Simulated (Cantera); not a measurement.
A perfectly stirred reactor is fed with CH₄ : H₂O : H₂ = 1 : 1.8 : 1.2 (molar parts), at 0.276 atm; it is held at 1523 K, and followed from long to short residence time.

Computed with Cantera and GRI-Mech 3.0 (53 species, 325 reactions).

```
quantity                before    after
---------------------  -------  -------
x(CH₄) at τ = 4.00 s    0.0831   0.0900
x(H₂O) at τ = 4.00 s     0.350    0.361
x(H₂) at τ = 4.00 s      0.489    0.477
x(H) at τ = 4.00 s     2.59e-5  3.11e-5
x(CO) at τ = 4.00 s     0.0212   0.0168
x(CH₄) at τ = 13.0 ms    0.246    0.247
x(H₂O) at τ = 13.0 ms    0.449    0.449
x(H₂) at τ = 13.0 ms     0.303    0.302
x(H) at τ = 13.0 ms    1.37e-5  1.59e-5
x(CO) at τ = 13.0 ms   1.55e-5  1.05e-5
```

Question: Which change was made?
A. H2 1.2 to 5.8 parts
B. CH4 1 to 3.7 parts
C. pressure from 0.276 atm to 4.93 atm
D. pressure from 0.276 atm to 0.168 atm

Answer: D, pressure from 0.276 atm to 0.168 atm
